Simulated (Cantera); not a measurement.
A freely propagating, adiabatic, planar premixed flame of 7.28 % CO, 2.40 % H₂, 10.2 % CH₄, 16.8 % O₂, 63.3 % N₂, equivalence ratio 1.5, unburnt at 648 K and 3.00 bar; mixture-averaged transport, grid criteria slope 0.08 and curve 0.16, no radiation.

Model: GRI-Mech 3.0 (53 species, 325 reactions), integrated in Cantera. Burning velocities carry a grid error of a few per cent, more on coarse grids.

x: mole fraction of selected species; z is measured from the peak of heat release.

```
z (mm)   T (K)  u (m/s)    x CO    x H₂     x CH₄        x NO   x H₂O₂    x C₂H₂
-------  -----  -------  ------  ------  --------  ----------  -------  --------
-0.511     649    0.795  0.0727  0.0258     0.102       <1e-8  4.66e-8   3.90e-8
-0.341     654    0.803  0.0725  0.0284     0.101  (withheld)  4.58e-7   5.00e-7
-0.256     673    0.830  0.0725  0.0316    0.0995  (withheld)  2.21e-6   3.14e-6
-0.170     778    0.967  0.0740  0.0373    0.0923  (withheld)  1.18e-5   2.79e-5
-0.0852   1210     1.53  0.0856  0.0459    0.0631  (withheld)  2.50e-5  0.000228
-0.0426   1591     2.03  0.0998  0.0504    0.0354  (withheld)  6.68e-6  0.000573
0         1937     2.48   0.114  0.0527    0.0107  (withheld)  2.06e-6   0.00108
0.0426    2108     2.70   0.117  0.0519   0.00180  (withheld)  5.41e-7  0.000718
0.0852    2163     2.77   0.114  0.0517  0.000281  (withheld)  1.71e-7  0.000245
0.170     2192     2.79   0.109  0.0528   1.25e-5  (withheld)  6.54e-8   2.61e-5
0.341     2211     2.81   0.107  0.0540   2.07e-7    0.000105  3.92e-8   8.68e-7
0.682     2228     2.83   0.107  0.0543     <1e-8    0.000113  2.18e-8   1.51e-8
1.36      2241     2.85   0.108  0.0545     <1e-8    0.000116    <1e-8     <1e-8
```

**Question.** Complete the blanks.

**Answer.** 
- -0.341, x NO: 1.80e-8
- -0.256, x NO: 9.51e-8
- -0.170, x NO: 7.82e-7
- -0.0852, x NO: 6.53e-6
- -0.0426, x NO: 1.40e-5
- 0, x NO: 2.64e-5
- 0.0426, x NO: 4.52e-5
- 0.0852, x NO: 6.44e-5
- 0.170, x NO: 8.81e-5
